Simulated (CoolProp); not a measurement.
Saturated liquid density (kg/m³) of vinyl chloride: the reference equation beside estimates from Tc = 151.9 °C, pc = 5.600 MPa, ω = 0.160. Rackett uses Z = 0.29056 − 0.08775 ω.

The numbers come from the reference Helmholtz-energy equation of state, Thol 2022 in CoolProp.

| T (°C) | reference | Rackett | van der Waals | Redlich-Kwong | Soave-Redlich-Kwong | Peng-Robinson |
|---|---|---|---|---|---|---|
| 45.05 | 860.2 | 851.9 | 540.2 | 774.7 | 794.5 | 900.8 |
| 50.45 | 849.2 | 841.1 | 533.1 | 762.1 | 782.2 | 887.1 |
| 55.75 | 838.2 | 830.2 | 526.1 | 749.4 | 769.8 | 873.2 |
| 61.15 | 826.7 | 818.9 | 518.6 | 736.0 | 756.6 | 858.3 |
| 66.55 | 814.9 | 807.2 | 510.9 | 722.1 | 742.9 | 842.9 |
| 71.85 | 803.0 | 795.4 | 503.1 | 708.1 | 728.9 | 827.1 |
| 77.25 | 790.4 | 782.9 | 494.9 | 693.2 | 714.1 | 810.2 |
| 82.65 | 777.4 | 770.0 | 486.3 | 677.8 | 698.6 | 792.5 |
| 87.95 | 764.2 | 756.9 | 477.6 | 662.0 | 682.6 | 774.3 |

Absolute difference from the reference over all 9 rows, mean and median: Rackett 1.0 and 1.0 %, van der Waals 37.3 and 37.3 %, Redlich-Kwong 11.5 and 11.4 %, Soave-Redlich-Kwong 9.0 and 8.8 %, Peng-Robinson 3.3 and 3.4 %.
